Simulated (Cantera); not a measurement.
A Cantera script and its output.

```python
import numpy as np
import cantera as ct

gas = ct.Solution("gri30.yaml")
gas.TPX = 600, 1000000, {'CH4': 1, 'CO': 0.034, 'O2': 2.4, 'N2': 7.2}
flame = ct.FreeFlame(gas, width=0.008)
flame.set_refine_criteria(ratio=3, slope=0.08, curve=0.16)
flame.transport_model = "mixture-averaged"
flame.solve(loglevel=0, auto=True)
z, T = flame.grid, flame.T
thick = (T[-1] - T[0]) / np.gradient(T, z).max()
show = ['CH4', 'CO', 'O2', 'H2', 'C2H6', 'HCN']
print(f"laminar burning velocity  {flame.velocity[0] * 100:.3f} cm/s")
print(f"burnt temperature         {T[-1]:.1f} K")
print(f"thermal thickness         {thick * 1e3:.4f} mm")
print(f"grid points               {len(z)}")
z0 = z[flame.heat_release_rate.argmax()]
print(f"{'z/mm':>9s}{'T/K':>9s}{'u/(m/s)':>9s}" + "".join(f"{s:>11s}" for s in show))
rows = []
for k in (-3, -2, -1.5, -1, -0.5, -0.25, 0, 0.25, 0.5, 1, 2, 4, 8):
    zz = z0 + k * thick
    rows.append([k * thick, np.interp(zz, z, T), np.interp(zz, z, flame.velocity),
                 *(np.interp(zz, z, flame.X[gas.species_index(s)]) for s in show)])
    print(f"{rows[-1][0] * 1e3:9.3f}{rows[-1][1]:9.1f}{rows[-1][2]:9.3f}" + "".join(f"{x:11.3e}" for x in rows[-1][3:]))
```

Output:

```
laminar burning velocity  72.756 cm/s
burnt temperature         2466.4 K
thermal thickness         0.0496 mm
grid points               142
     z/mm      T/K  u/(m/s)        CH4         CO         O2         H2       C2H6        HCN
   -0.149    601.0    0.729  9.386e-02  3.211e-03  2.254e-01  8.083e-04  1.419e-07  2.134e-10
   -0.099    605.9    0.736  9.337e-02  3.290e-03  2.249e-01  1.815e-03  1.155e-06  1.576e-09
   -0.074    622.8    0.758  9.198e-02  3.606e-03  2.233e-01  3.000e-03  6.702e-06  8.220e-09
   -0.050    717.8    0.878  8.537e-02  5.650e-03  2.153e-01  5.119e-03  6.265e-05  6.543e-08
   -0.025   1158.3    1.432  5.706e-02  1.733e-02  1.744e-01  8.270e-03  5.252e-04  5.064e-07
   -0.012   1588.0    1.975  2.945e-02  3.054e-02  1.299e-01  9.804e-03  6.401e-04  1.143e-06
    0.000   1998.2    2.491  5.669e-03  4.036e-02  8.167e-02  9.270e-03  5.857e-05  2.054e-06
    0.012   2185.1    2.711  2.531e-04  3.264e-02  5.665e-02  6.275e-03  1.187e-07  1.390e-06
    0.025   2269.0    2.800  6.364e-06  2.271e-02  4.833e-02  4.751e-03  7.971e-11  4.064e-07
    0.050   2361.0    2.895  9.271e-09  1.345e-02  4.271e-02  3.502e-03  3.673e-16  3.426e-08
    0.099   2432.4    2.969  8.520e-13  7.749e-03  3.932e-02  2.284e-03  1.611e-22  8.063e-10
    0.198   2463.3    3.001  4.607e-14  5.286e-03  3.790e-02  1.677e-03  2.802e-26  2.426e-11
    0.397   2469.3    3.007  2.257e-15  4.741e-03  3.757e-02  1.551e-03  6.868e-28  1.031e-11
```

Detailed kinetics in Cantera: GRI-Mech 3.0 (53 species, 325 reactions). Burning velocities carry a grid error of a few per cent, more on coarse grids.
